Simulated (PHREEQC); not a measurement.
## Alkaline etch or developer: an equilibrium model

Consider water at 40 °C with 0.0031 mol/kgw TMAH, 2e-06 mol/kgw H4SiO4 and 0.00077 mol/kgw Na2CO3. Closed to the air; pH follows from the charge balance.

The numbers come from PHREEQC with the ion-association model, phreeqc.dat.

This is a speciation only: nothing precipitates in the calculation.

Estimate the pH, ionic strength.

pH 11.00; ionic strength 0.00527 mol/kgw.

In which forms is Si present?

H3SiO4- 94 %, H4SiO4 3.7 %, H2SiO4-2 2.0 % of the Si.

(CH3)4N+ isn't in the database: it is added as a free cation with an ion size of 4 Å. At this temperature some constants are extrapolated from 25 °C, and those without enthalpy data are left unchanged.
